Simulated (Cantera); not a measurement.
Charge: 1 mol SiC, 1.1 mol O2, 1.5 mol H2, equilibrated at 10.0 mbar.

Cantera equilibrium calculation (NASA polynomials, part measured and part estimated; ideal gas, pure solids and liquids). Candidate condensed phases: C, C6H6, C7H8, C8H18, H2O, Si, SiC, SiO2; 123 gas species. Mutual solubility and eutectic melting of coexisting phases are not modelled. The tables hold silica as quartz up to 1696 K and as liquid above; real silica turns to tridymite and cristobalite and melts near 1996 K. The numbers say what is thermodynamically allowed, not how fast it happens.

log p: log10 of the partial pressure in bar; n: condensed amount in mol.

```json
[
 {"T (°C)": "777", "log p H2": "-2.05", "log p CO": "-2.93", "log p SiO": "-13.25", "log p CH4": "-5.35", "log p H2O": "-5.73", "log p H": "-9.12", "n C(graphite)": "0.800", "n SiO2(β-quartz)": "1.00", "n SiC(s)": "0"},
 {"T (°C)": "827", "log p H2": "-2.05", "log p CO": "-2.93", "log p SiO": "-11.70", "log p CH4": "-5.55", "log p H2O": "-6.03", "log p H": "-8.61", "n C(graphite)": "0.800", "n SiO2(β-quartz)": "1.00", "n SiC(s)": "0"},
 {"T (°C)": "877", "log p H2": "-2.05", "log p CO": "-2.93", "log p SiO": "-10.29", "log p CH4": "-5.74", "log p H2O": "-6.31", "log p H": "-8.15", "n C(graphite)": "0.800", "n SiO2(β-quartz)": "1.00", "n SiC(s)": "0"},
 {"T (°C)": "927", "log p H2": "-2.05", "log p CO": "-2.93", "log p SiO": "-8.99", "log p CH4": "-5.91", "log p H2O": "-6.57", "log p H": "-7.73", "n C(graphite)": "0.800", "n SiO2(β-quartz)": "1.00", "n SiC(s)": "0"},
 {"T (°C)": "977", "log p H2": "-2.05", "log p CO": "-2.93", "log p SiO": "(withheld)", "log p CH4": "(withheld)", "log p H2O": "(withheld)", "log p H": "(withheld)", "n C(graphite)": "0.800", "n SiO2(β-quartz)": "1.000", "n SiC(s)": "0"},
 {"T (°C)": "1027", "log p H2": "-2.05", "log p CO": "-2.93", "log p SiO": "-6.71", "log p CH4": "-6.21", "log p H2O": "-7.02", "log p H": "-6.98", "n C(graphite)": "0.800", "n SiO2(β-quartz)": "1.000", "n SiC(s)": "0"},
 {"T (°C)": "1077", "log p H2": "-2.07", "log p CO": "(withheld)", "log p SiO": "(withheld)", "log p CH4": "(withheld)", "log p H2O": "(withheld)", "log p H": "(withheld)", "n C(graphite)": "(withheld)", "n SiO2(β-quartz)": "0.961", "n SiC(s)": "(withheld)"},
 {"T (°C)": "1127", "log p H2": "-2.17", "log p CO": "-2.48", "log p SiO": "-5.26", "log p CH4": "-6.77", "log p H2O": "-7.02", "log p H": "-6.40", "n C(graphite)": "0", "n SiO2(β-quartz)": "0.733", "n SiC(s)": "0.266"}
]
```

Question: What belongs in the gaps?

Answer: 
- 977, log p SiO: -7.80
- 977, log p CH4: -6.07
- 977, log p H2O: -6.81
- 977, log p H: -7.34
- 1077, log p CO: -2.81
- 1077, log p SiO: -5.82
- 1077, log p CH4: -6.39
- 1077, log p H2O: -7.12
- 1077, log p H: -6.66
- 1077, n C(graphite): 0.683
- 1077, n SiC(s): 0.0387
